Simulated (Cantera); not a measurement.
Stirred combustor or abatement burner

A perfectly stirred reactor is fed with CH4 : O2 : N2 : CO2 = 1 : 2.15 : 8.09 : 0.23 (molar parts), equivalence ratio 0.93, at 188 Torr; it is adiabatic with a 400 K inlet, and is followed from long to short residence time, starting on the burning branch (τ in s: 0.071, 0.031, 0.013, 0.0059, 0.0026, 0.0011, 0.00049, 0.00021, 9.2e-05, 4e-05, 1.8e-05, 7.6e-06).

Cantera simulation using GRI-Mech 3.0 (53 species, 325 reactions); the numbers are that mechanism's predictions, not measurements.

```json
[
 {"τ (s)": "0.071", "T (K)": "2070", "x CH4": "9.46e-6", "x O2": "0.0205", "x CO2": "0.0918", "x H2O": "0.163", "x CH2CO": "1.09e-9", "x C2H": "5.23e-12"},
 {"τ (s)": "0.031", "T (K)": "2020", "x CH4": "1.72e-5", "x O2": "0.0227", "x CO2": "0.0881", "x H2O": "0.160", "x CH2CO": "2.10e-9", "x C2H": "1.10e-11"},
 {"τ (s)": "0.013", "T (K)": "1958", "x CH4": "3.33e-5", "x O2": "0.0252", "x CO2": "0.0839", "x H2O": "0.156", "x CH2CO": "4.27e-9", "x C2H": "2.43e-11"},
 {"τ (s)": "0.0059", "T (K)": "1896", "x CH4": "6.34e-5", "x O2": "0.0276", "x CO2": "0.0803", "x H2O": "0.152", "x CH2CO": "8.99e-9", "x C2H": "5.39e-11"},
 {"τ (s)": "0.0026", "T (K)": "1831", "x CH4": "0.000131", "x O2": "0.0302", "x CO2": "0.0766", "x H2O": "0.148", "x CH2CO": "2.29e-8", "x C2H": "1.39e-10"},
 {"τ (s)": "0.0011", "T (K)": "1765", "x CH4": "0.000305", "x O2": "0.0335", "x CO2": "0.0722", "x H2O": "0.144", "x CH2CO": "7.88e-8", "x C2H": "4.49e-10"},
 {"τ (s)": "0.00049", "T (K)": "1702", "x CH4": "0.000773", "x O2": "0.0384", "x CO2": "0.0657", "x H2O": "0.142", "x CH2CO": "3.64e-7", "x C2H": "1.68e-9"},
 {"τ (s)": "0.00021", "T (K)": "400", "x CH4": "0.0872", "x O2": "0.187", "x CO2": "0.0201", "x H2O": "<1e-12", "x CH2CO": "<1e-12", "x C2H": "<1e-12"},
 {"τ (s)": "9.2e-5", "T (K)": "400", "x CH4": "0.0872", "x O2": "0.187", "x CO2": "0.0201", "x H2O": "<1e-12", "x CH2CO": "<1e-12", "x C2H": "<1e-12"},
 {"τ (s)": "4.0e-5", "T (K)": "400", "x CH4": "0.0872", "x O2": "0.187", "x CO2": "0.0201", "x H2O": "<1e-12", "x CH2CO": "<1e-12", "x C2H": "<1e-12"},
 {"τ (s)": "1.8e-5", "T (K)": "400", "x CH4": "0.0872", "x O2": "0.187", "x CO2": "0.0201", "x H2O": "<1e-12", "x CH2CO": "<1e-12", "x C2H": "<1e-12"},
 {"τ (s)": "7.6e-6", "T (K)": "400", "x CH4": "0.0872", "x O2": "0.187", "x CO2": "0.0201", "x H2O": "<1e-12", "x CH2CO": "<1e-12", "x C2H": "<1e-12"}
]
```
x: mole fraction; the columns are a selection and need not sum to one.
